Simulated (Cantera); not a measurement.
A Cantera script and what it prints.

```python
import numpy as np
import cantera as ct

gas_names = """
    C CN C2 CCN CNC C2N2 C3 C4 C4N2 C5 N N2 Si SiC SiC2 SiN Si2 Si2C Si2N Si3
""".split()
cond_names = """
    C(gr) Si(cr) Si(L) SiC(b) Si3N4(a)
""".split()


# ... load() reads the species with a 1 bar reference pressure and builds the phases ...
atoms = {
    'SiC': {'Si': 1, 'C': 1},
    'N2': {'N': 2},
}
top_T = {'C(gr)': 4500, 'SiC(b)': 3050, 'Si3N4(a)': 2400}  # K; cautious upper limits of use, not melting points


# ... equilibrate(T, P, feed) seeds the gas with the atoms and calls Mixture.equilibrate('TP', solver="vcs", rtol=1e-11, max_steps=5000) ...
results = []
feed = {'SiC': 1, 'N2': 0.11}  # mol
P = 5.8  # Pa
for T in [2125, 2150, 2175, 2200, 2225, 2250, 2275, 2300, 2325, 2350, 2375, 2400, 2425]:
    mix = equilibrate(T, P, feed)
    results.append((T, P, feed, dict(zip(mix.species_names, mix.species_moles))))

top = {s: max(r[3][s] / sum(r[3][g] for g in gas_names) for r in results) for s in gas_names}
cols = sorted((s for s in top if top[s] > 0.0001), key=lambda s: -top[s])[:8]
seen = [c for c in cond_names if any(r[3].get(c, 0) > 1e-12 for r in results)]
print("log10 of partial pressures in bar; condensed amounts in mol")
print(f"{'T/K':>10s}" + "".join(f"{s[:9]:>10s}" for s in cols + seen))
for T, P, feed, n in results:
    ng = sum(n[g] for g in gas_names)
    print(f"{T:10.4g}" + "".join(f"{np.log10(max(n[s] / ng * P / 1e5, 1e-99)):10.3f}" for s in cols)
          + "".join(f"{n.get(c, 0):10.4g}" for c in seen))
```

Output:

```
log10 of partial pressures in bar; condensed amounts in mol
       T/K        Si        N2      SiC2      Si2C        C3        CN       Si2         C     C(gr)    SiC(b)
      2125    -4.833    -4.382    -5.978    -6.180    -9.301    -7.773    -7.767    -9.416   0.03799    0.9546
      2150    -4.686    -4.460    -5.788    -5.994    -9.067    -7.688    -7.562    -9.211   0.06358    0.9228
      2175    -4.543    -4.599    -5.602    -5.812    -8.839    -7.636    -7.363    -9.011    0.1213    0.8501
      2200    -4.403    -4.914    -5.420    -5.634    -8.617    -7.676    -7.168    -8.816    0.3444    0.5658
      2225    -4.349    -5.224    -5.325    -5.626    -8.400    -7.715    -7.142    -8.625    0.7821         0
      2250    -4.348    -5.228    -5.285    -5.723    -8.187    -7.604    -7.222    -8.439    0.7717         0
      2275    -4.349    -5.231    -5.246    -5.820    -7.980    -7.495    -7.303    -8.256    0.7589         0
      2300    -4.350    -5.234    -5.210    -5.917    -7.777    -7.389    -7.384    -8.078    0.7441         0
      2325    -4.353    -5.236    -5.176    -6.014    -7.578    -7.284    -7.465    -7.903    0.7274         0
      2350    -4.356    -5.238    -5.143    -6.110    -7.384    -7.182    -7.546    -7.732    0.7088         0
      2375    -4.360    -5.240    -5.111    -6.206    -7.194    -7.082    -7.627    -7.565    0.6884         0
      2400    -4.365    -5.242    -5.081    -6.302    -7.008    -6.984    -7.708    -7.401     0.666         0
      2425    -4.370    -5.245    -5.053    -6.397    -6.827    -6.888    -7.788    -7.240    0.6414         0
```

These are equilibrium values from Cantera (NASA tables, ideal gas, pure condensed phases), not measurements of a reactor. The tables' values for SiN are old estimates; treat these amounts as uncertain.
